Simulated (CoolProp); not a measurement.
n-hexane at 293.15 K and 10.1 MPa flows at 1.1 m/s in a round tube of 2 mm bore and 0.25 µm roughness, fully developed (64/Re and Nu = 3.66 if laminar; Colebrook and Gnielinski if turbulent). Each further row changes one setting.

Computed with CoolProp (reference Helmholtz-energy equation of state, Thol 2019).

| case | Reynolds number | Darcy friction factor | pressure drop (Pa/m) | heat-transfer coefficient (W/(m² K)) | mass flow (kg/h) |
|---|---|---|---|---|---|
| as stated | 4250 | 0.0393 | 7960 | 2000 | 8.33 |
| velocity 2.2 m/s | 8500 | 0.0324 | 26300 | 4050 | 16.7 |
| diameter 4 mm | 8500 | 0.0323 | 3270 | 2020 | 33.3 |

Viscosity comes from a separate model (Michailidou 2013). Thermal conductivity comes from a separate model (Assael 2013).
